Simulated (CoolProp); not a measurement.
Vapour-liquid equilibrium of CH2F2 (R32) (1) + dimethyl ether (2) at 244.8 K; x and y are mole fractions of (1).

Values from CoolProp's multi-fluid Helmholtz-energy mixture model, Tillner-Roth 1997 and Wu 2011; pair parameters Bell 2016.

| x | bubble pressure, mixture model (MPa) | bubble pressure, Raoult's law (MPa) | y, mixture model | y, Raoult's law |
|---|---|---|---|---|
| 0.05 | 0.09545 | 0.09683 | 0.136 | 0.151 |
| 0.125 | 0.1099 | 0.1123 | 0.307 | 0.326 |
| 0.2 | 0.1254 | 0.1277 | 0.443 | 0.458 |
| 0.275 | 0.1415 | 0.1432 | 0.552 | 0.562 |
| 0.35 | 0.1579 | 0.1586 | 0.639 | 0.645 |
| 0.425 | 0.1744 | 0.1741 | 0.710 | 0.714 |
| 0.5 | 0.1907 | 0.1895 | 0.768 | 0.772 |
| 0.575 | 0.2067 | 0.2050 | 0.816 | 0.821 |
| 0.65 | 0.2223 | 0.2204 | 0.857 | 0.863 |
| 0.725 | 0.2376 | 0.2359 | 0.893 | 0.899 |
| 0.8 | 0.2527 | 0.2514 | 0.924 | 0.931 |
| 0.875 | 0.2675 | 0.2668 | 0.954 | 0.959 |
| 0.95 | 0.2825 | 0.2823 | 0.982 | 0.985 |

The largest gap from Raoult's law is -2.1 % in bubble pressure, at x = 0.125. No azeotrope shows between x = 0.05 and 0.95.

The pair parameters rest on a limited set of measurements; away from them the model extrapolates. The gap from Raoult's law changes sign with composition, which may be real or a fault of the pair parameters; it wasn't checked against measurements.
